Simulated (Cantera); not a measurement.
Charge: 1 mol PbS, 20 mol H₂, 41 mol N₂, at 975 K and 17000 Pa.

Cantera equilibrium calculation (NASA polynomials, part measured and part estimated; ideal gas, pure solids and liquids). Candidate condensed phases: Pb, PbS, S; 18 gas species. Kinetics and transport are ignored.

Base state: N₂ 0.672, H₂ 0.323, H₂S 0.00447, PbS 0.000263, Pb 5.39e-5, NH₃ 1.77e-5 (mole fractions); condensed: Pb(l) + PbS(s).

### Question
What changes in the equilibrium state with this change: pressure from 17000 Pa to 133 Pa?

### Answer
```csv
species,before,after
N₂,0.672,0.661
H₂,0.323,0.319
PbS,0.000263,0.0127
NH₃,1.77e-5,1.35e-7
Pb,5.39e-5,0.00340
H₂S,0.00447,0.00339
"Pb(l), mol",0.269,0
"PbS(s), mol",0.711,0
```

### Question
What changes in the equilibrium state with this change: pressure from 17000 Pa to 200 Pa?

### Answer
```json
[
 {"species": "N₂", "before": "0.672", "after": "0.661"},
 {"species": "H₂", "before": "0.323", "after": "0.319"},
 {"species": "PbS", "before": "0.000263", "after": "0.0127"},
 {"species": "NH₃", "before": "1.77e-5", "after": "2.02e-7"},
 {"species": "Pb", "before": "5.39e-5", "after": "0.00340"},
 {"species": "Pb(l), mol", "before": "0.269", "after": "0"},
 {"species": "PbS(s), mol", "before": "0.711", "after": "0"}
]
```
